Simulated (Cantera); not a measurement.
Thermodynamics of abatement and gas-phase synthesis, feed NF3 + SO2 + O2

Feed: 1 mol NF3, 0.17 mol SO2, 3.3 mol O2, at 13.3 mbar.

Method: chemical equilibrium by Gibbs-energy minimisation in Cantera with the NASA 1993 tables (ideal gas, pure condensed phases). Candidate condensed phases: S; 35 gas species. Rates play no part.

```csv
T (K),x O,x O2,x F,x N2,x SO2,x NO
2350,0.0380,0.442,0.422,0.0667,0.0232,0.00733
2450,0.0635,0.423,0.416,0.0651,0.0223,0.00857
2550,0.100,0.395,0.408,0.0632,0.0209,0.00973
2650,0.151,0.358,0.397,0.0608,0.0189,0.0107
2750,0.215,0.311,0.383,0.0582,0.0161,0.0113
2850,0.289,0.257,0.366,0.0553,0.0127,0.0115
2950,0.368,0.200,0.348,0.0524,0.00900,0.0113
3050,0.443,0.146,0.331,0.0499,0.00562,0.0106
3150,0.507,0.100,0.317,0.0479,0.00305,0.00968
```
x: gas mole fraction; nothing condenses.

From 2350 K to 3150 K nothing is condensed.
